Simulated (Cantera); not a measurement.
An isothermal, constant-pressure homogeneous reactor starts with CH₄ : CO₂ : H₂ = 1 : 1 : 0.3 (molar parts), at 2100 K and 1280 Torr. Integrator tolerance rtol = 1e-08.

Cantera simulation using GRI-Mech 3.0 (53 species, 325 reactions); the numbers are that mechanism's predictions, not measurements.

Q: What does this change do: pressure from 1280 Torr to 7500 Torr?

A: 
| quantity | before | after |
|---|---|---|
| x(CH₄) at 40.0 s | 4.05e-5 (gas-phase equilibrium 4.16e-5) | 0.000348 (gas-phase equilibrium 0.000359) |
| x(CO₂) at 40.0 s | 2.17e-5 (gas-phase equilibrium 2.25e-5) | 8.65e-5 (gas-phase equilibrium 9.03e-5) |
| x(H₂) at 40.0 s | 0.533 (gas-phase equilibrium 0.533) | 0.534 (gas-phase equilibrium 0.533) |
| x(H) at 40.0 s | 0.00176 (gas-phase equilibrium 0.00176) | 0.000725 (gas-phase equilibrium 0.000725) |
| x(HO₂) at 40.0 s | <1e-12 (gas-phase equilibrium <1e-12) | <1e-12 (gas-phase equilibrium <1e-12) |
